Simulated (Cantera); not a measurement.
Input (Python, Cantera):

```python
import numpy as np
import cantera as ct

gas = ct.Solution("gri30.yaml")
gas.TPX = 1123, 840, {'H2': 0.05, 'O2': 1, 'N2': 0.021}
inlet = ct.Reservoir(gas, clone=True)

reactor = ct.IdealGasConstPressureReactor(gas, energy="off", clone=False)
exhaust = ct.Reservoir(gas, clone=True)
tau = [1.8, 1, 0.58, 0.32, 0.18, 0.1, 0.056, 0.031, 0.018, 0.0098, 0.0055][0]
for a, b in ((inlet, reactor), (reactor, exhaust)):
    ct.MassFlowController(a, b, mdot=lambda t: reactor.mass / tau)
net = ct.ReactorNet([reactor])
show = ['H2', 'O2', 'H', 'H2O2', 'OH', 'H2O', 'HO2']

rows = []
print(f"{'tau/s':>10s}{'T/K':>9s}" + "".join(f"{s:>11s}" for s in show))
for tau in [1.8, 1, 0.58, 0.32, 0.18, 0.1, 0.056, 0.031, 0.018, 0.0098, 0.0055]:
    net.initial_time = 0.0
    net.advance(30 * tau)
    before = gas.X
    net.advance(40 * tau)
    drift = np.max(np.abs(gas.X - before) / (gas.X + 1e-9))
    rows.append([gas.T, *gas[show].X, drift])
    print(f"{tau:10.3e}{gas.T:9.1f}" + "".join(f"{x:11.3e}" for x in gas[show].X))
```

Output:

```
     tau/s      T/K         H2         O2          H       H2O2         OH        H2O        HO2
 1.800e+00   1123.0  1.905e-04  9.287e-01  2.741e-04  5.305e-08  8.414e-04  4.696e-02  1.316e-06
 1.000e+00   1123.0  2.687e-04  9.273e-01  4.746e-04  5.661e-08  1.017e-03  4.665e-02  1.545e-06
 5.800e-01   1123.0  3.684e-04  9.256e-01  7.765e-04  5.958e-08  1.209e-03  4.625e-02  1.764e-06
 3.200e-01   1123.0  5.183e-04  9.231e-01  1.294e-03  6.254e-08  1.450e-03  4.564e-02  2.001e-06
 1.800e-01   1123.0  7.194e-04  9.200e-01  2.047e-03  6.534e-08  1.713e-03  4.483e-02  2.217e-06
 1.000e-01   1123.0  1.006e-03  9.164e-01  3.110e-03  6.861e-08  2.011e-03  4.374e-02  2.415e-06
 5.600e-02   1123.0  1.407e-03  9.128e-01  4.423e-03  7.307e-08  2.329e-03  4.239e-02  2.583e-06
 3.100e-02   1123.0  2.010e-03  9.095e-01  5.912e-03  8.016e-08  2.681e-03  4.074e-02  2.724e-06
 1.800e-02   1123.0  2.848e-03  9.073e-01  7.259e-03  9.022e-08  3.035e-03  3.894e-02  2.829e-06
 9.800e-03   1123.0  4.315e-03  9.063e-01  8.544e-03  1.067e-07  3.467e-03  3.652e-02  2.917e-06
 5.500e-03   1123.0  6.543e-03  9.068e-01  9.342e-03  1.276e-07  3.889e-03  3.362e-02  2.962e-06
```

Model: GRI-Mech 3.0 (53 species, 325 reactions), integrated in Cantera. Radical loss at walls, strong at low pressure, is not modelled. The temperature is held fixed by assumption; the heat of reaction is taken as removed at once.
